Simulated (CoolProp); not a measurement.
Values from CoolProp's reference Helmholtz-energy equation of state, Lemmon 2006. It is a short technical equation, of lower accuracy than the large ones.

### Question
For R141b, give the phase and the Joule-Thomson coefficient (K/MPa), viscosity (µPa s) at 482.3 K and 0.721 MPa.

### Answer
- 482.3 K and 0.721 MPa: gas; Joule-Thomson coefficient 9.43, viscosity 15.1

Viscosity comes from a separate model (Huber 2003), an estimate that may be off by 10 % or more.
